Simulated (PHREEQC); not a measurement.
Consider water at 25 °C with 13 mmol/kgw ZnCl2, 2.7 mmol/kgw H3BO3 and 12 mmol/kgw HCl. Closed to the air; pH follows from the charge balance.

The numbers come from PHREEQC with the ion-association model, wateq4f.dat.

No solid was allowed to form.

**Question.** Predict the pH.

**Answer.** pH 1.99.

**Question.** In which forms is Zn present?

**Answer.** Zn+2 95 %, ZnCl+ 4.6 % of the Zn.

Complexes and solids missing from the database can't appear.
